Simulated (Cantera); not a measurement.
A closed system holds: 1 mol K2CO3, 0.058 mol CO2, 0.017 mol H2O, at 13.3 mbar.

Equilibrium computed with Cantera from the NASA thermochemical tables; the gas is ideal and each condensed phase is pure. Candidate condensed phases: C, C6H6, C7H8, C8H18, H2O, K, KOH, KO2, K2CO3, K2O, K2O2; 116 gas species. Equilibrium is a limit: real reactors are often held back by kinetics, nucleation or transport. All values below are at 1125 K.

Base state: CO2 0.772, H2O 0.223, KOH 0.00531 (mole fractions); condensed: K2CO3(s).

What changes in the equilibrium state with this change: pressure from 13.3 mbar to 0.133 bar?


```csv
species,before,after
CO2,0.772,0.773
H2O,0.223,0.226
KOH,0.00531,0.000535
"K2CO3(s), mol",1.000,1.000
```
